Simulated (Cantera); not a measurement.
A Cantera script and what it prints.

```python
import numpy as np
import cantera as ct

gas_names = """
    CL CL2 H HCL H2 Sr SrCL SrCL2
""".split()
cond_names = """
    Sr(a) Sr(b) Sr(L) SrCL2(a) SrCL2(b) SrCL2(L)
""".split()


def load(file, names, dense=False):
    # The tables refer to 1 bar. Condensed volumes are neglected.
    table = {s.name: s for s in ct.Species.list_from_file(file)}
    out = []
    for n in names:
        d = dict(table[n].input_data)
        d["thermo"] = dict(d["thermo"], **{"reference-pressure": 1e5})
        if dense:
            d["equation-of-state"] = {"model": "constant-volume", "density": "1e6 g/cm^3"}
        out.append(ct.Species.from_dict(d))
    return out


gas = ct.Solution(thermo="ideal-gas", species=load("nasa_gas.yaml", gas_names))
cond = {s.name: ct.Solution(thermo="fixed-stoichiometry", species=[s], name=s.name)
        for s in load("nasa_condensed.yaml", cond_names, dense=True)}
atoms = {
    'SrCl2': {'Sr': 1, 'CL': 2},
    'H2': {'H': 2},
}
top_T = {}  # K; cautious upper limits of use, not melting points


def equilibrate(T, P, feed):
    n = {}
    for name, mol in feed.items():
        for a, k in atoms[name].items():
            n[a] = n.get(a, 0.0) + k * mol
    gas.TPX = T, P, n
    mass = sum(n.values()) * gas.mean_molecular_weight
    gas.equilibrate("TP")
    valid = [c for c in cond.values() if c.min_temp <= T <= top_T.get(c.name, c.max_temp)]
    mix = ct.Mixture([(gas, mass / gas.mean_molecular_weight)] + [(c, 0.0) for c in valid])
    mix.T, mix.P = T, P
    mix.equilibrate("TP", solver="vcs", rtol=1e-11, max_steps=5000)
    return mix


results = []
feed = {'SrCl2': 1, 'H2': 3.2}  # mol
P = 100000  # Pa
for T in [898, 1048, 1198, 1348, 1498, 1648, 1798]:
    mix = equilibrate(T, P, feed)
    results.append((T, P, feed, dict(zip(mix.species_names, mix.species_moles))))

top = {s: max(r[3][s] / sum(r[3][g] for g in gas_names) for r in results) for s in gas_names}
cols = sorted((s for s in top if top[s] > 0.001), key=lambda s: -top[s])[:7]
seen = [c for c in cond_names if any(r[3].get(c, 0) > 1e-12 for r in results)]
print("log10 of partial pressures in bar; condensed amounts in mol")
print(f"{'T/K':>10s}" + "".join(f"{s[:9]:>10s}" for s in cols + seen))
for T, P, feed, n in results:
    ng = sum(n[g] for g in gas_names)
    print(f"{T:10.4g}" + "".join(f"{np.log10(max(n[s] / ng * P / 1e5, 1e-99)):10.3f}" for s in cols)
          + "".join(f"{n.get(c, 0):10.4g}" for c in seen))
```

Output:

```
log10 of partial pressures in bar; condensed amounts in mol
       T/K        H2     SrCL2  SrCL2(a)  SrCL2(b)  SrCL2(L)
       898    -0.000   -10.692         1         0         0
      1048    -0.000    -7.907         0         1         0
      1198    -0.000    -5.933         0         0         1
      1348    -0.000    -4.490         0         0    0.9999
      1498    -0.000    -3.363         0         0    0.9986
      1648    -0.002    -2.463         0         0    0.9885
      1798    -0.009    -1.732         0         0    0.9375
```

Method: chemical equilibrium by Gibbs-energy minimisation in Cantera with the NASA 1993 tables (ideal gas, pure condensed phases).
